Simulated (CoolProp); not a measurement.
Computed with CoolProp (reference Helmholtz-energy equation of state, Span 1996).

**Question.** For carbon dioxide, give the phase and the cp (kJ/(kg K)), Joule-Thomson coefficient (K/MPa) at -19.95 °C and 0.729 MPa; 175.75 °C and 0.729 MPa; 241.05 °C and 0.729 MPa.

**Answer.** 
- -19.95 °C and 0.729 MPa: gas; cp 0.904, Joule-Thomson coefficient 16.9
- 175.75 °C and 0.729 MPa: gas; cp 0.991, Joule-Thomson coefficient 4.02
- 241.05 °C and 0.729 MPa: gas; cp 1.03, Joule-Thomson coefficient 2.91
